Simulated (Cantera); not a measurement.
Thermodynamics of oxide etching and cleaning by halides, feed Al₂O₃ + Cl₂

Input: 1 mol Al₂O₃, 1.4 mol Cl₂, equilibrated at 0.910 bar.

Equilibrium computed with Cantera from the NASA thermochemical tables; the gas is ideal and each condensed phase is pure. Candidate condensed phases: Al, AlCl₃, Al₂O₃; 17 gas species. Rates play no part.

From 1098 K to 1423 K the condensed part is Al₂O₃(s). The main Al-bearing gas is AlCl₃ throughout.

```
T (K)  x Cl₂     x Cl   x AlCl₃      x O₂    x ClO  n Al₂O₃(s)
-----  -----  -------  --------  --------  -------  ----------
1098   0.998  0.00155  0.000217  0.000162  9.16e-7       1.000
1123   0.997  0.00210  0.000305  0.000228  1.39e-6       1.000
1148   0.996  0.00280  0.000424  0.000317  2.08e-6       1.000
1173   0.995  0.00370  0.000581  0.000434  3.06e-6       1.000
1198   0.994  0.00484  0.000784  0.000586  4.41e-6       0.999
1223   0.992  0.00625   0.00105  0.000781  6.27e-6       0.999
1248   0.990  0.00798   0.00138   0.00103  8.78e-6       0.999
1273   0.987   0.0101   0.00179   0.00134  1.21e-5       0.999
1298   0.983   0.0127   0.00230   0.00172  1.65e-5       0.998
1323   0.979   0.0157   0.00293   0.00219  2.23e-5       0.998
1348   0.974   0.0194   0.00370   0.00276  2.96e-5       0.997
1373   0.968   0.0237   0.00462   0.00344  3.89e-5       0.997
1398   0.961   0.0288   0.00571   0.00426  5.06e-5       0.996
1423   0.953   0.0346   0.00700   0.00521  6.50e-5       0.995
```
x: gas mole fraction; n: condensed amount in mol.
